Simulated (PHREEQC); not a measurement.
Solution (25 °C): 26 mmol/kgw NH3 and 0.2 mmol/kgw H3BO3. Closed to the air; pH follows from the charge balance.

Equilibrium calculation in PHREEQC: ion-association model, phreeqc.dat.

Each row changes one thing in this solution. Precipitation was switched off in this run.

```
case                                               pH  ionic strength (mol/kgw)  NH3 (mol/kgw)  NH4+ (mol/kgw)
----------------------------------------------  -----  ------------------------  -------------  --------------
as made                                         10.76                  0.000795         0.0252        0.000795
NH3 replaced by (NH4)2SO4 at the same molality   5.52                    0.0677        6.76e-6          0.0469
H3BO3 left out                                  10.82                  0.000691         0.0253        0.000691
NH3 replaced by NH4Br at the same molality       5.48                    0.0260        3.74e-6          0.0260
H3BO3 from 0.0002 to 0.0001 mol/kgw             10.79                  0.000741         0.0253        0.000741
NH3 replaced by NH4Cl at the same molality       5.48                    0.0260        3.74e-6          0.0260
H3BO3 from 0.0002 to 0.0003 mol/kgw             10.73                  0.000852         0.0251        0.000852
diluted 5-fold with water                       10.44                  0.000320        0.00488        0.000320
```
